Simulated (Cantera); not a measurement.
Adiabatic ignition

An adiabatic, constant-volume homogeneous reactor starts with 6.22 % CH₄, 2.43 % H₂, 19.2 % O₂, 72.1 % N₂, equivalence ratio 0.71, at 950 K and 0.493 atm.

Model: GRI-Mech 3.0 (53 species, 325 reactions), integrated in Cantera. Below about 1000 K GRI-Mech 3.0 lacks low-temperature oxidation paths.

```json
[
 {"t (s)": "1.00e-5", "T (K)": "950", "P (bar)": "0.500", "x CH₄": "0.0622", "x H₂": "0.0243", "x O₂": "0.192", "x CO": "<1e-12", "x C₂H₂": "<1e-12"},
 {"t (s)": "2.26e-5", "T (K)": "950", "P (bar)": "0.500", "x CH₄": "0.0622", "x H₂": "0.0243", "x O₂": "0.192", "x CO": "<1e-12", "x C₂H₂": "<1e-12"},
 {"t (s)": "5.09e-5", "T (K)": "950", "P (bar)": "0.500", "x CH₄": "0.0622", "x H₂": "0.0243", "x O₂": "0.192", "x CO": "<1e-12", "x C₂H₂": "<1e-12"},
 {"t (s)": "0.000115", "T (K)": "950", "P (bar)": "0.500", "x CH₄": "0.0622", "x H₂": "0.0243", "x O₂": "0.192", "x CO": "<1e-12", "x C₂H₂": "<1e-12"},
 {"t (s)": "0.000259", "T (K)": "950", "P (bar)": "0.500", "x CH₄": "0.0622", "x H₂": "0.0243", "x O₂": "0.192", "x CO": "<1e-12", "x C₂H₂": "<1e-12"},
 {"t (s)": "0.000585", "T (K)": "950", "P (bar)": "0.500", "x CH₄": "0.0622", "x H₂": "0.0243", "x O₂": "0.192", "x CO": "<1e-12", "x C₂H₂": "<1e-12"},
 {"t (s)": "0.00132", "T (K)": "950", "P (bar)": "0.500", "x CH₄": "0.0622", "x H₂": "0.0243", "x O₂": "0.192", "x CO": "<1e-12", "x C₂H₂": "<1e-12"},
 {"t (s)": "0.00298", "T (K)": "950", "P (bar)": "0.500", "x CH₄": "0.0622", "x H₂": "0.0243", "x O₂": "0.192", "x CO": "<1e-12", "x C₂H₂": "<1e-12"},
 {"t (s)": "0.00672", "T (K)": "950", "P (bar)": "0.500", "x CH₄": "0.0622", "x H₂": "0.0243", "x O₂": "0.192", "x CO": "4.23e-12", "x C₂H₂": "<1e-12"},
 {"t (s)": "0.0152", "T (K)": "950", "P (bar)": "0.500", "x CH₄": "0.0622", "x H₂": "0.0242", "x O₂": "0.192", "x CO": "4.17e-8", "x C₂H₂": "<1e-12"},
 {"t (s)": "0.0342", "T (K)": "959", "P (bar)": "0.505", "x CH₄": "0.0614", "x H₂": "0.0240", "x O₂": "0.191", "x CO": "8.64e-5", "x C₂H₂": "1.24e-9"},
 {"t (s)": "0.0772", "T (K)": "2542", "P (bar)": "1.34", "x CH₄": "<1e-12", "x H₂": "0.00379", "x O₂": "0.0527", "x CO": "0.00920", "x C₂H₂": "<1e-12"},
 {"t (s)": "0.174", "T (K)": "2539", "P (bar)": "1.34", "x CH₄": "<1e-12", "x H₂": "0.00377", "x O₂": "0.0518", "x CO": "0.00915", "x C₂H₂": "<1e-12"},
 {"t (s)": "0.393", "T (K)": "2539", "P (bar)": "1.34", "x CH₄": "<1e-12", "x H₂": "0.00377", "x O₂": "0.0518", "x CO": "0.00915", "x C₂H₂": "<1e-12"},
 {"t (s)": "0.886", "T (K)": "2539", "P (bar)": "1.34", "x CH₄": "<1e-12", "x H₂": "0.00377", "x O₂": "0.0518", "x CO": "0.00915", "x C₂H₂": "<1e-12"},
 {"t (s)": "2.00", "T (K)": "2539", "P (bar)": "1.34", "x CH₄": "<1e-12", "x H₂": "0.00377", "x O₂": "0.0518", "x CO": "0.00915", "x C₂H₂": "<1e-12"}
]
```
x: mole fraction; the columns are a selection and need not sum to one.

* **time of steepest temperature rise**: 65.6 ms
* **temperature at 2.00 s**: 2539 K
* **equilibrium temperature**: 2539 K
* **x(CH₄) at 2.00 s**: <1e-12 (gas-phase equilibrium <1e-12)
* **x(H₂) at 2.00 s**: 0.00377 (gas-phase equilibrium 0.00377)
* **x(O₂) at 2.00 s**: 0.0518 (gas-phase equilibrium 0.0518)
